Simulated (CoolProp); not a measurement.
A simple Rankine cycle with R227EA: condensing at 324.15 K, boiler at 2.24 MPa, turbine inlet 474 K, turbine efficiency 0.65, pump efficiency 0.6, no recuperator. Each further row changes one setting.

Model: reference Helmholtz-energy equation of state, Lemmon 2016, in CoolProp.

```
case                             thermal efficiency (%)  net work (kJ/kg)  heat in (kJ/kg)  turbine exit temperature (K)  volume ratio over the turbine
-------------------------------  ----------------------  ----------------  ---------------  ----------------------------  -----------------------------
as stated                                           4.2              10.0              237                         456.7                           2.44
condensing temperature 316.15 K                     5.1              12.7              247                         453.0                           3.02
boiler pressure 1.57 MPa                            2.6              6.30              242                         464.3                           1.68
turbine efficiency 0.55                             3.5              8.20              237                         458.4                           2.45
```
